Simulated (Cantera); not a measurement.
## Equilibrium for abatement and gas-phase synthesis: S + H2 + N2 + CO2

Feed: 1 mol S, 0.28 mol H2, 1.6 mol N2, 0.064 mol CO2, held at 525 Torr.

Equilibrium computed with Cantera from the NASA thermochemical tables; the gas is ideal and each condensed phase is pure. Candidate condensed phases: C, C6H6, C7H8, C8H18, H2O, H2SO4, S; 150 gas species. Gases not in the tables: S3 to S7. Equilibrium is a limit: real reactors are often held back by kinetics, nucleation or transport.

From 550 °C to 1100 °C nothing is condensed. The main C-bearing gas is CO2 at 550 °C and CO at 1100 °C.

| T (°C) | log p N2 | log p S2 | log p H2S | log p H2 | log p CO2 | log p H2O | log p CO |
|---|---|---|---|---|---|---|---|
| 550 | -0.31 | -1.01 | -1.08 | -3.72 | -1.79 | -2.44 | -3.63 |
| 600 | -0.31 | -0.96 | -1.09 | -3.43 | -1.82 | -2.37 | -3.30 |
| 650 | -0.31 | -0.96 | -1.10 | -3.15 | -1.84 | -2.31 | -2.99 |
| 700 | -0.31 | -0.96 | -1.11 | -2.89 | -1.86 | -2.24 | -2.73 |
| 750 | -0.31 | -0.95 | -1.12 | -2.67 | -1.90 | -2.17 | -2.51 |
| 800 | -0.32 | -0.95 | -1.13 | -2.47 | -1.94 | -2.10 | -2.34 |
| 850 | -0.32 | -0.94 | -1.15 | -2.30 | -1.99 | -2.04 | -2.21 |
| 900 | -0.32 | -0.94 | -1.18 | -2.15 | -2.05 | -1.99 | -2.10 |
| 950 | -0.32 | -0.93 | -1.20 | -2.01 | -2.12 | -1.94 | -2.02 |
| 1000 | -0.32 | -0.92 | -1.23 | -1.89 | -2.19 | -1.91 | -1.96 |
| 1050 | -0.32 | -0.92 | -1.27 | -1.79 | -2.26 | -1.88 | -1.91 |
| 1100 | -0.32 | -0.91 | -1.31 | -1.71 | -2.34 | -1.85 | -1.88 |
log p: log10 of the partial pressure in bar; nothing condenses.
